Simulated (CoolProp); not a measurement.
Saturation properties of C3F8 (R218).

Values from CoolProp's reference Helmholtz-energy equation of state, Lemmon 2006. It is a short technical equation, of lower accuracy than the large ones.

| T (K) | p (MPa) | liquid density (kg/m³) | vapour Z | surface tension (mN/m) | liquid viscosity (µPa s) | liquid conductivity (mW/(m K)) |
|---|---|---|---|---|---|---|
| 245.7 | 0.1517 | 1574 | 0.9301 | 9.41 | 374 | 59.5 |
| 253.6 | 0.2079 | 1542 | 0.9136 | 8.51 | 330 | 57.3 |
| 261.6 | 0.2796 | 1507 | 0.8944 | 7.60 | 292 | 55.1 |
| 269.5 | 0.3675 | 1472 | 0.8728 | 6.73 | 259 | 53.0 |
| 277.4 | 0.4747 | 1434 | 0.8483 | 5.88 | 230 | 50.8 |
| 285.4 | 0.6056 | 1394 | 0.8202 | 5.04 | 203 | 48.6 |
| 293.3 | 0.7595 | 1351 | 0.7888 | 4.24 | 180 | 46.5 |
| 301.3 | 0.9434 | 1305 | 0.7527 | 3.45 | 159 | 44.5 |
| 309.2 | 1.156 | 1253 | 0.7117 | 2.70 | 139 | 42.5 |

It boils at 236.4 K under 1 atm.

Viscosity comes from a separate model (Huber 2003), an estimate that may be off by 10 % or more. Thermal conductivity comes from a separate model (Huber 2003), an estimate that may be off by 10 % or more. Surface tension comes from a separate correlation (Mulero 2012).
